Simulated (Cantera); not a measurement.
A freely propagating, adiabatic, planar premixed flame of H2 : O2 : N2 = 1 : 0.641 : 2.41 (molar parts), equivalence ratio 0.78, unburnt at 525 K and 7500 Torr; mixture-averaged transport, grid criteria slope 0.08 and curve 0.16, no radiation.

Computed with Cantera and the H2/O2 subset of GRI-Mech 3.0, which has no nitrogen chemistry. The hydrogen kinetics of GRI-Mech 3.0 are dated; newer H2 mechanisms differ, most at raised pressure. Burning velocities carry a grid error of a few per cent, more on coarse grids.

Task: Predict: laminar burning velocity; thermal thickness; peak x(H2O2); peak x(H); peak x(O); peak x(OH).

Result: 
```json
{
  "laminar_burning_velocity": "240 cm/s",
  "thermal_thickness": "0.0276 mm",
  "peak x(H2O2)": "0.000231",
  "peak x(H)": "0.00697",
  "peak x(O)": "0.00426",
  "peak x(OH)": "0.0114"
}
```
